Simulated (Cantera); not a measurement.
Input: 1 mol MgCO3, 0.34 mol H2S, 0.39 mol H2O, at 13300 Pa.

Cantera equilibrium calculation (NASA polynomials, part measured and part estimated; ideal gas, pure solids and liquids). Candidate condensed phases: C, C6H6, C7H8, C8H18, H2O, H2SO4, Mg, MgCO3, MgO, Mg(OH)2, MgS, MgSO4, S; 130 gas species. Gases not in the tables: S3 to S7. The numbers say what is thermodynamically allowed, not how fast it happens. All values below are at 1123 K.

Base state: CO2 0.487, H2O 0.276, H2S 0.0959, CO 0.0598, S2 0.0416, H2 0.0311, COS 0.00585, SO2 0.00235 (mole fractions); condensed: MgO(s).

**Question.** What changes in the equilibrium state with this change: H2O from 0.39 to 2.1 mol?

**Answer.** 
```json
[
 {"species": "H2O", "before": "0.276", "after": "0.602"},
 {"species": "CO2", "before": "0.487", "after": "0.268"},
 {"species": "H2S", "before": "0.0959", "after": "0.0598"},
 {"species": "CO", "before": "0.0598", "after": "0.0158"},
 {"species": "S2", "before": "0.0416", "after": "0.0148"},
 {"species": "H2", "before": "0.0311", "after": "0.0325"},
 {"species": "CS2", "before": "1.67e-5", "after": "7.55e-7"},
 {"species": "COS", "before": "0.00585", "after": "0.000921"},
 {"species": "SO2", "before": "0.00235", "after": "0.00609"},
 {"species": "MgO(s), mol", "before": "1.00", "after": "1.00"}
]
```

**Question.** What changes in the equilibrium state with this change: H2S from 0.34 to 0.17 mol?

**Answer.** 
| species | before | after |
|---|---|---|
| CO2 | 0.487 | 0.574 |
| H2O | 0.276 | 0.281 |
| H2S | 0.0959 | 0.0475 |
| S2 | 0.0416 | 0.0250 |
| H2 | 0.0311 | 0.0199 |
| CO | 0.0598 | 0.0444 |
| CS2 | 1.67e-5 | 4.68e-6 |
| SO2 | 0.00235 | 0.00461 |
| MgO(s), mol | 1.00 | 1.00 |
